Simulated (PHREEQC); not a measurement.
A PHREEQC input (ion-association model, phreeqc.dat):

```
SOLUTION 1
  temp 67
  units mg/L
  pH 5.87
  pe 12.9
  Na 0.00192
  K 2.49e-05
  Ca 0.0182
  Mg 0.00149
  Cl 0.015
  S(6) 0.00739 as SO4
  C(4) 0.013 as HCO3
  Alkalinity 0.0313 as HCO3
  Li 9.59e-07
END
USE solution 1
EQUILIBRIUM_PHASES 1
  Quartz 0 0.5
  CO2(g) -3.4 10
END
```

It stops with these messages:

```
WARNING: Maximum iterations exceeded, 100
WARNING: Maximum iterations exceeded, 100
WARNING: The program has failed to converge to a numerical solution.
ERROR:                 H(1) has not converged. Total: 5.129542e-07	Calculated: -1.486387e-07	Residual: 6.615928e-07
ERROR: Is non-carbonate alkalinity greater than total alkalinity?
ERROR:                 C(4) has not converged. Total: 2.130481e-07	Calculated: 1.398914e-05	Residual: -1.377609e-05
ERROR:                   Ca has not converged. Total: 4.540919e-07	Calculated: 4.541109e-07	Residual: -1.901896e-11
ERROR:                   Cl has not converged. Total: 4.230954e-07	Calculated: 4.230999e-07	Residual: -4.447626e-12
ERROR:                    K has not converged. Total: 6.367961e-10	Calculated: 6.368028e-10	Residual: -6.694888e-15
ERROR:                   Li has not converged. Total: 1.382044e-10	Calculated: 1.382058e-10	Residual: -1.449959e-15
ERROR:                   Mg has not converged. Total: 6.128661e-08	Calculated: 6.128431e-08	Residual: 2.303775e-12
ERROR:                   Na has not converged. Total: 8.351531e-08	Calculated: 8.351618e-08	Residual: -8.773562e-13
ERROR:                 S(6) has not converged. Total: 7.692789e-08	Calculated: 7.693128e-08	Residual: -3.387836e-12
ERROR:                   Mu Ionic strength has not converged. 	Residual: 7.026841e-08
ERROR:               A(H2O) Activity of water has not converged. 	Residual: -9.958539e-01
ERROR: Model failed to converge for initial solution  1.
```

Q: Why does the run stop?

A: The fault: total carbon typed beside alkalinity, so pH is recomputed from the two. The line should read `Alkalinity 0.0313` where the input has `C(4) 0.013 as HCO3 / Alkalinity 0.0313`. With the mend the run ends at pH 5.86 and ionic strength 3.09e-6 mol/kgw.
